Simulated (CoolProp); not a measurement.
Saturation properties of carbon monoxide.

Values from CoolProp's reference Helmholtz-energy equation of state, Lemmon 2006. It is a short technical equation, of lower accuracy than the large ones.

| T (°C) | p (MPa) | liquid density (kg/m³) | vapour density (kg/m³) | surface tension (mN/m) |
|---|---|---|---|---|
| -171.35 | 0.6204 | 695.7 | 24.10 | 5.36 |
| -167.45 | ? | 673.6 | ? | 4.59 |
| -163.55 | 1.041 | 650.0 | 40.68 | 3.85 |
| -159.65 | 1.313 | ? | 52.18 | 3.12 |
| -155.75 | 1.634 | 595.7 | ? | 2.41 |
| -151.85 | 2.007 | 563.2 | ? | 1.72 |
| -147.95 | 2.439 | 524.3 | ? | 1.07 |
| -144.15 | 2.925 | ? | 150.0 | 0.489 |

Task: Complete the blanks.

Result: 
- -167.45, p (MPa): 0.8111
- -167.45, vapour density (kg/m³): 31.48
- -159.65, liquid density (kg/m³): 624.2
- -155.75, vapour density (kg/m³): 66.75
- -151.85, vapour density (kg/m³): 85.69
- -147.95, vapour density (kg/m³): 111.6
- -144.15, liquid density (kg/m³): 473.9

It boils at -191.5 °C under 1 atm.

Surface tension comes from a separate correlation (Mulero 2012).
